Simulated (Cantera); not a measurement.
Counterflow diffusion flame

A counterflow diffusion flame at 101000 Pa, nozzles 20 mm apart: fuel side CH4 : H2 : N2 = 1 : 0.5 : 1.8 (molar parts) at 323 K, oxidiser side O2 : N2 = 0.18 : 0.82 (molar parts) at 475 K, fuel mass flux 0.82 times the oxidiser's; mixture-averaged transport, no radiation.

Model: GRI-Mech 3.0 (53 species, 325 reactions), integrated in Cantera. GRI-Mech 3.0 has no aromatics or soot, which form on the fuel side of real flames. The maximum strain rate includes the flame's own expansion and is several times the mean. A flux with no burning solution from the previous one only brackets extinction.

```
oxidiser flux (kg/m²/s)  max strain (1/s)  mean strain (1/s)  T max (K)  peak x OH  peak x H  peak x NO  peak x CO  peak x C2H2
-----------------------  ----------------  -----------------  ---------  ---------  --------  ---------  ---------  -----------
0.61                                  315               73.8       1858    0.00468   0.00335    8.83e-5     0.0257      0.00321
0.81                                  410               98.0       1840    0.00460   0.00349    7.50e-5     0.0261      0.00303
1.1                                   547                133       1822    0.00449   0.00364    6.15e-5     0.0266      0.00281
1.4                                   688                169       1805    0.00436   0.00371    5.05e-5     0.0270      0.00258
1.9                                   918                230       1778    0.00411   0.00375    3.69e-5     0.0277      0.00219
2.6                                  1230                315       1742    0.00373   0.00366    2.36e-5     0.0286      0.00167
3.4                                  1580                411       1695    0.00319   0.00336    1.29e-5     0.0294      0.00110
```
x: mole fraction; the columns are a selection and need not sum to one.

At the next flux tried, 4.6 kg/m²/s, no burning solution was found from the previous one.
